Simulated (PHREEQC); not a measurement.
Dissolve 8.9 mmol/kgw ZnSO4, 0.31 mmol/kgw H3BO3 and 0.03 mmol/kgw HCl at 25 °C. Closed to the air; pH follows from the charge balance.

The numbers come from PHREEQC with the ion-association model, phreeqc.dat.

The ionic strength comes out as 0.0245 mol/kgw. What activity coefficients do Zn+2, H+, SO4-2, Zn(SO4)2-2, HSO4- get?

Zn+2 0.56, H+ 0.88, SO4-2 0.56, Zn(SO4)2-2 0.55, HSO4- 0.86.

No solid was allowed to form. Complexes and solids missing from the database can't appear.
